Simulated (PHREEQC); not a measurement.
Reverse-osmosis permeate: an equilibrium model

Model water analysis in mmol/kgw, 25 °C, pH 5.73, pe 10.5:

```csv
constituent,mmol/kgw
Na,0.0964
K,0.00509
Ca,0.0276
Mg,0.0687
Cl,0.00696
S(6),0.0666
Alkalinity (meq/kgw),0.165
Cd,0.00638
Pb,3.39e-05
F,5e-05
Cu(2),0.0087
```

Valence states are taken as typed.

The numbers come from PHREEQC with the ion-association model, wateq4f.dat.

Each row changes one thing in this solution. No solid was allowed to form.

```json
[
 {"case": "as made", "CO2 (mol/kgw)": "0.000676", "HCO3- (mol/kgw)": "0.000166", "Cu+2 (mol/kgw)": "7.79e-6", "MgSO4 (mol/kgw)": "8.48e-7", "CuHCO3+ (mol/kgw)": "5.86e-7", "CaSO4 (mol/kgw)": "2.91e-7", "SI of Tenorite (CuO)": "-1.31", "SI of Otavite (CdCO3)": "-1.54"},
 {"case": "temperature from 25 to 65 °C at the same typed pH", "CO2 (mol/kgw)": "0.000595", "HCO3- (mol/kgw)": "0.000165", "Cu+2 (mol/kgw)": "7.67e-6", "MgSO4 (mol/kgw)": "2.00e-6", "CuHCO3+ (mol/kgw)": "5.71e-7", "CaSO4 (mol/kgw)": "3.88e-7", "SI of Tenorite (CuO)": "-0.00", "SI of Otavite (CdCO3)": "-1.35"},
 {"case": "all concentrations times 2 at the same typed pH", "CO2 (mol/kgw)": "0.00133", "HCO3- (mol/kgw)": "0.000328", "Cu+2 (mol/kgw)": "1.44e-5", "MgSO4 (mol/kgw)": "3.04e-6", "CuHCO3+ (mol/kgw)": "2.06e-6", "CaSO4 (mol/kgw)": "1.05e-6", "SI of Tenorite (CuO)": "-1.06", "SI of Otavite (CdCO3)": "-0.97"},
 {"case": "Ca from 0.0276 to 0.0828 mmol/kgw", "CO2 (mol/kgw)": "0.000674", "HCO3- (mol/kgw)": "0.000166", "Cu+2 (mol/kgw)": "7.80e-6", "MgSO4 (mol/kgw)": "8.25e-7", "CuHCO3+ (mol/kgw)": "5.81e-7", "CaSO4 (mol/kgw)": "8.47e-7", "SI of Tenorite (CuO)": "-1.32", "SI of Otavite (CdCO3)": "-1.54"},
 {"case": "K from 0.00509 to 0.00254 mmol/kgw", "CO2 (mol/kgw)": "0.000677", "HCO3- (mol/kgw)": "0.000166", "Cu+2 (mol/kgw)": "7.79e-6", "MgSO4 (mol/kgw)": "8.49e-7", "CuHCO3+ (mol/kgw)": "5.86e-7", "CaSO4 (mol/kgw)": "2.91e-7", "SI of Tenorite (CuO)": "-1.31", "SI of Otavite (CdCO3)": "-1.54"}
]
```

At this temperature some constants are extrapolated from 25 °C, and those without enthalpy data are left unchanged.
